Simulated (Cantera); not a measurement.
Input (Python, Cantera):

```python
import numpy as np
import cantera as ct

gas = ct.Solution("gri30.yaml", transport_model="mixture-averaged")
show = ['H2', 'O', 'H2O']

rows = []
print(f"{'T/K':>7s}{'rho':>11s}{'cp':>10s}{'mu':>11s}{'lambda':>11s}{'Pr':>7s}" + "".join(f"{'D_' + s:>11s}" for s in show))
for T in [400, 550, 700, 850, 1000, 1150, 1300, 1450]:
    gas.TPX = T, 1333, {'O2': 0.44}
    Pr = gas.cp_mass * gas.viscosity / gas.thermal_conductivity
    D = [gas.mix_diff_coeffs_mole[gas.species_index(s)] for s in show]
    rows.append([gas.density, gas.cp_mass, gas.viscosity, gas.thermal_conductivity, Pr, *D])
    print(f"{T:7g}{gas.density:11.4e}{gas.cp_mass:10.1f}{gas.viscosity:11.4e}"
          f"{gas.thermal_conductivity:11.4e}{Pr:7.3f}" + "".join(f"{d:11.4e}" for d in D))
print("SI units: kg/m3, J/kg/K, Pa s, W/m/K, m2/s")
```

It prints:

```
    T/K        rho        cp         mu     lambda     Pr       D_H2        D_O      D_H2O
    400 1.2825e-02     941.4 2.5629e-05 3.3852e-02  0.713 1.0010e-02 4.1306e-03 3.0361e-03
    550 9.3273e-03     987.2 3.2102e-05 4.4709e-02  0.709 1.7092e-02 7.1101e-03 5.5228e-03
    700 7.3286e-03    1031.1 3.7824e-05 5.4969e-02  0.709 2.5559e-02 1.0675e-02 8.5674e-03
    850 6.0353e-03    1064.7 4.3049e-05 6.4573e-02  0.710 3.5297e-02 1.4774e-02 1.2109e-02
   1000 5.1300e-03    1090.2 4.7912e-05 7.3608e-02  0.710 4.6225e-02 1.9374e-02 1.6103e-02
   1150 4.4609e-03    1108.6 5.2496e-05 8.2174e-02  0.708 5.8278e-02 2.4445e-02 2.0519e-02
   1300 3.9462e-03    1124.6 5.6858e-05 9.0366e-02  0.708 7.1403e-02 2.9967e-02 2.5330e-02
   1450 3.5379e-03    1138.7 6.1035e-05 9.8260e-02  0.707 8.5555e-02 3.5919e-02 3.0518e-02
SI units: kg/m3, J/kg/K, Pa s, W/m/K, m2/s
```

Model: GRI-Mech 3.0 (53 species, 325 reactions), integrated in Cantera.
